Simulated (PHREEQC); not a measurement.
Make-up at 83 °C: 1.2 mmol/kgw Na2HAsO4 and 1.1 mmol/kgw NaOH. Closed to the air; pH follows from the charge balance.

All values are PHREEQC results (ion-association model, wateq4f.dat), not measurements.

```
quantity                   before    after
------------------------  -------  -------
pH                           9.54     9.57
ionic strength (mol/kgw)  0.00479  0.00230
```

Q: Which change was made?
A) diluted 10-fold with water
B) Na2HAsO4 from 0.0012 to 0.0006 mol/kgw
C) Na2HAsO4 replaced by NaNO3 at the same molality
D) NaOH left out

A: C, Na2HAsO4 replaced by NaNO3 at the same molality

This is a speciation only: nothing precipitates in the calculation. At this temperature some constants are extrapolated from 25 °C, and those without enthalpy data are left unchanged.
